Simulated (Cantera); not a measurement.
A perfectly stirred reactor is fed with 1.18 % CH₄, 98.3 % H₂, 0.492 % CO₂, at 0.237 atm; it is held at 1725 K, and followed from long to short residence time.

Model: GRI-Mech 3.0 (53 species, 325 reactions), integrated in Cantera. GRI-Mech 3.0 stops at C3 and has no aromatics, soot or wall deposition, so with more carbon than oxygen in the feed, carbon stays in small species such as C2H2 where larger ones or solid carbon would form.

Problem. Predict: x(CH₄) at τ = 2.20 s; x(H₂) at τ = 2.20 s; x(CO₂) at τ = 2.20 s; x(OH) at τ = 2.20 s; x(CH₄) at τ = 23.0 ms; x(H₂) at τ = 23.0 ms; x(CO₂) at τ = 23.0 ms; x(OH) at τ = 23.0 ms.

Solution. 
| Item | Value |
|---|---|
| x(CH₄) at τ = 2.20 s | 0.00472 |
| x(H₂) at τ = 2.20 s | 0.982 |
| x(CO₂) at τ = 2.20 s | 4.79e-5 |
| x(OH) at τ = 2.20 s | 9.64e-8 |
| x(CH₄) at τ = 23.0 ms | 0.0113 |
| x(H₂) at τ = 23.0 ms | 0.981 |
| x(CO₂) at τ = 23.0 ms | 0.00231 |
| x(OH) at τ = 23.0 ms | 6.16e-8 |
